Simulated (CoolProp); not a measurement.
CHF3 (R23) along the isotherm 475 K: Z from the reference equation and from simpler models built on Tc = 299.3 K, pc = 4.832 MPa, ω = 0.263; each cubic takes its own stable root.

The numbers come from the reference Helmholtz-energy equation of state, Penoncello 2003 in CoolProp.

```csv
p (MPa),phase,reference
0.153,gas,0.9981
0.238,gas,0.9970
0.37,gas,0.9953
0.577,gas,0.9927
0.898,gas,0.9887
1.4,gas,0.9825
2.18,gas,0.9731
3.39,gas,0.9588
5.28,supercritical,0.9379
8.22,supercritical,0.9091
12.8,supercritical,0.8770
19.9,supercritical,0.8659
31,supercritical,0.9258
48.3,supercritical,1.099
```

Problem. How far does each simpler model (van der Waals, Soave-Redlich-Kwong, Peng-Robinson) lie from the reference over these 14 states: mean and median of the absolute difference, and the worst?

Solution. 
- van der Waals: mean 3.8 %, median 1.8 %, worst +16.7 % at 475 K and 48.3 MPa
- Soave-Redlich-Kwong: mean 3.6 %, median 1.0 %, worst +12.6 % at 475 K and 31 MPa
- Peng-Robinson: mean 1.3 %, median 0.1 %, worst +5.5 % at 475 K and 31 MPa
